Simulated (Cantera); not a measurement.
An adiabatic, constant-pressure homogeneous reactor starts with CH4 : CO : O2 : N2 = 1 : 0.34 : 0.986 : 5.23 (molar parts), equivalence ratio 2.2, at 1525 K and 0.220 bar.

Model: GRI-Mech 3.0 (53 species, 325 reactions), integrated in Cantera.

x: mole fraction; the columns are a selection and need not sum to one.

```json
[
 {"t (s)": "4.00e-6", "T (K)": "1525", "x CH4": "0.132", "x CO": "0.0450", "x O2": "0.130", "x CO2": "1.57e-8", "x HCN": "<1e-12", "x C2H": "<1e-12", "x C2H4": "<1e-12"},
 {"t (s)": "1.00e-5", "T (K)": "1525", "x CH4": "0.132", "x CO": "0.0450", "x O2": "0.130", "x CO2": "4.36e-8", "x HCN": "<1e-12", "x C2H": "<1e-12", "x C2H4": "<1e-12"},
 {"t (s)": "2.52e-5", "T (K)": "1525", "x CH4": "0.132", "x CO": "0.0450", "x O2": "0.130", "x CO2": "1.30e-7", "x HCN": "<1e-12", "x C2H": "<1e-12", "x C2H4": "1.21e-11"},
 {"t (s)": "6.33e-5", "T (K)": "1525", "x CH4": "0.132", "x CO": "0.0450", "x O2": "0.130", "x CO2": "4.34e-7", "x HCN": "<1e-12", "x C2H": "<1e-12", "x C2H4": "2.90e-10"},
 {"t (s)": "0.000159", "T (K)": "1525", "x CH4": "0.132", "x CO": "0.0450", "x O2": "0.130", "x CO2": "1.59e-6", "x HCN": "<1e-12", "x C2H": "<1e-12", "x C2H4": "6.53e-9"},
 {"t (s)": "0.000399", "T (K)": "1525", "x CH4": "0.132", "x CO": "0.0450", "x O2": "0.130", "x CO2": "5.60e-6", "x HCN": "<1e-12", "x C2H": "<1e-12", "x C2H4": "1.56e-7"},
 {"t (s)": "0.00100", "T (K)": "1525", "x CH4": "0.132", "x CO": "0.0450", "x O2": "0.130", "x CO2": "1.85e-5", "x HCN": "<1e-12", "x C2H": "<1e-12", "x C2H4": "4.07e-6"},
 {"t (s)": "0.00252", "T (K)": "1529", "x CH4": "0.130", "x CO": "0.0451", "x O2": "0.129", "x CO2": "9.79e-5", "x HCN": "<1e-12", "x C2H": "<1e-12", "x C2H4": "0.000122"},
 {"t (s)": "0.00632", "T (K)": "2350", "x CH4": "…", "x CO": "0.134", "x O2": "…", "x CO2": "0.0181", "x HCN": "…", "x C2H": "…", "x C2H4": "…"},
 {"t (s)": "0.0159", "T (K)": "2332", "x CH4": "4.82e-10", "x CO": "0.139", "x O2": "5.69e-6", "x CO2": "0.0172", "x HCN": "1.14e-5", "x C2H": "3.27e-12", "x C2H4": "<1e-12"},
 {"t (s)": "0.0398", "T (K)": "2317", "x CH4": "1.43e-12", "x CO": "0.138", "x O2": "1.09e-5", "x CO2": "0.0173", "x HCN": "…", "x C2H": "<1e-12", "x C2H4": "<1e-12"},
 {"t (s)": "0.100", "T (K)": "2315", "x CH4": "1.25e-12", "x CO": "0.138", "x O2": "1.18e-5", "x CO2": "0.0173", "x HCN": "3.63e-8", "x C2H": "<1e-12", "x C2H4": "<1e-12"}
]
```

**Question.** Some entries are withheld; supply them.

**Answer.** 
- 0.00632, x CH4: 0.000406
- 0.00632, x O2: 3.18e-6
- 0.00632, x HCN: 0.000166
- 0.00632, x C2H: 3.06e-6
- 0.00632, x C2H4: 1.55e-6
- 0.0398, x HCN: 5.67e-8
